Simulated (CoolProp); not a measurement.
Saturation properties of cyclopropane (Tc = 398.7 K, pc = 5605 kPa, ω = 0.131).

The numbers come from the reference Helmholtz-energy equation of state, Polt 1992 in CoolProp. This equation is an older, rougher fit; its heat capacities, sound speeds and derivatives of the liquid may be far off and weren't checked against measurements.

| T (K) | p (kPa) | enthalpy of vaporisation (kJ/kg) | surface tension (mN/m) |
|---|---|---|---|
| 315.3 | ? | 375.3 | 8.67 |
| 318.8 | 1218 | 369.3 | 8.20 |
| 322.3 | 1321 | 363.2 | 7.73 |
| 325.9 | 1434 | 356.7 | 7.25 |
| 329.4 | 1550 | 350.2 | 6.79 |
| 332.9 | 1673 | 343.4 | ? |
| 336.4 | 1803 | 336.3 | 5.90 |
| 339.9 | 1940 | 329.0 | 5.47 |
| 343.4 | 2085 | 321.3 | ? |
| 346.9 | 2237 | 313.3 | 4.62 |
| 350.4 | ? | 305.0 | 4.21 |
| 353.9 | 2566 | 296.1 | 3.81 |

Problem. What belongs in the gaps?

Solution. 
- 315.3, p (kPa): 1121
- 332.9, surface tension (mN/m): 6.34
- 343.4, surface tension (mN/m): 5.04
- 350.4, p (kPa): 2397

Surface tension comes from a separate correlation (Mulero 2014).
